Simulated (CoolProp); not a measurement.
Vapour-liquid equilibrium of ethane (1) + n-perfluorobutane (2) at 200.3 K; x and y are mole fractions of (1).

The numbers come from the multi-fluid Helmholtz-energy mixture model, Bücker 2006 and Gao 2022; pair parameters Bell 2016 in CoolProp.

```
x      bubble pressure, mixture model (bar)  bubble pressure, Raoult's law (bar)  y, mixture model  y, Raoult's law
-----  ------------------------------------  -----------------------------------  ----------------  ---------------
0.05                                 0.3818                               0.1250             0.960            0.881
0.125                                0.8862                               0.2890             0.983            0.952
0.2                                       ?                               0.4530             0.989            0.972
0.275                                 1.546                               0.6169             0.991            0.982
0.35                                      ?                               0.7809             0.992            0.987
0.425                                     ?                               0.9449             0.993            0.990
0.5                                   1.801                                1.109             0.993            0.993
0.575                                     ?                                1.273             0.993            0.995
0.65                                  1.822                                1.437             0.993            0.996
0.725                                     ?                                1.601             0.993            0.997
0.8                                   1.898                                1.765                 ?            0.998
0.875                                 1.981                                1.929             0.995            0.999
0.95                                      ?                                2.093             0.998            1.000
```

Problem. Fill in the missing entries.

Solution. 
- 0.2, bubble pressure, mixture model (bar): 1.280
- 0.35, bubble pressure, mixture model (bar): 1.699
- 0.425, bubble pressure, mixture model (bar): 1.773
- 0.575, bubble pressure, mixture model (bar): 1.811
- 0.725, bubble pressure, mixture model (bar): 1.848
- 0.8, y, mixture model: 0.994
- 0.95, bubble pressure, mixture model (bar): 2.100

The largest gap from Raoult's law is +206.6 % in bubble pressure, at x = 0.125. No azeotrope shows between x = 0.05 and 0.95.

The pair parameters rest on a limited set of measurements; away from them the model extrapolates. With so large a gap from Raoult's law the liquid may split in two, which this calculation doesn't test in full.
